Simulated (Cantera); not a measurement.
Cantera run, input and output.

```python
import numpy as np
import cantera as ct

gas = ct.Solution("gri30.yaml")
gas.TPX = 1398, 2200, {'N2O': 1, 'H2O': 0.15}
inlet = ct.Reservoir(gas, clone=True)

reactor = ct.IdealGasConstPressureReactor(gas, energy="off", clone=False)
exhaust = ct.Reservoir(gas, clone=True)
tau = [0.53, 0.21, 0.085, 0.034, 0.014, 0.0055, 0.0022, 0.00088, 0.00035, 0.00014][0]
for a, b in ((inlet, reactor), (reactor, exhaust)):
    ct.MassFlowController(a, b, mdot=lambda t: reactor.mass / tau)
net = ct.ReactorNet([reactor])
show = ['N2O', 'H2O', 'NO', 'OH', 'O', 'H2O2', 'H']

rows = []
print(f"{'tau/s':>10s}{'T/K':>9s}" + "".join(f"{s:>11s}" for s in show))
for tau in [0.53, 0.21, 0.085, 0.034, 0.014, 0.0055, 0.0022, 0.00088, 0.00035, 0.00014]:
    net.initial_time = 0.0
    net.advance(30 * tau)
    before = gas.X
    net.advance(40 * tau)
    drift = np.max(np.abs(gas.X - before) / (gas.X + 1e-9))
    rows.append([gas.T, *gas[show].X, drift])
    print(f"{tau:10.3e}{gas.T:9.1f}" + "".join(f"{x:11.3e}" for x in gas[show].X))
```

Output:

```
     tau/s      T/K        N2O        H2O         NO         OH          O       H2O2          H
 5.300e-01   1398.0  6.166e-01  1.188e-01  2.549e-02  2.552e-04  3.036e-05  2.811e-08  2.200e-07
 2.100e-01   1398.0  7.457e-01  1.247e-01  1.248e-02  2.490e-04  3.167e-05  5.844e-08  2.114e-07
 8.500e-02   1398.0  8.142e-01  1.278e-01  5.574e-03  2.354e-04  3.261e-05  1.045e-07  2.123e-07
 3.400e-02   1398.0  8.465e-01  1.293e-01  2.342e-03  2.179e-04  3.310e-05  1.557e-07  2.105e-07
 1.400e-02   1398.0  8.600e-01  1.299e-01  9.928e-04  1.965e-04  3.301e-05  1.919e-07  1.962e-07
 5.500e-03   1398.0  8.658e-01  1.302e-01  3.950e-04  1.631e-04  3.228e-05  1.937e-07  1.613e-07
 2.200e-03   1398.0  8.681e-01  1.303e-01  1.546e-04  1.144e-04  3.086e-05  1.295e-07  1.076e-07
 8.800e-04   1398.0  8.690e-01  1.304e-01  5.733e-05  5.960e-05  2.838e-05  3.757e-08  4.983e-08
 3.500e-04   1398.0  8.694e-01  1.304e-01  1.906e-05  2.247e-05  2.371e-05  4.428e-09  1.473e-08
 1.400e-04   1398.0  8.695e-01  1.304e-01  5.375e-06  6.602e-06  1.672e-05  3.012e-10  2.818e-09
```

Detailed kinetics in Cantera: GRI-Mech 3.0 (53 species, 325 reactions). GRI-Mech 3.0 was tuned for natural gas; its chemistry of N2O as a main component is partial and can be far from experiment. Radical loss at walls, strong at low pressure, is not modelled. The mechanism lacks the step 2 NO + O2 → 2 NO2, which can matter for NO2 below about 1400 K. The temperature is held fixed by assumption; the heat of reaction is taken as removed at once.
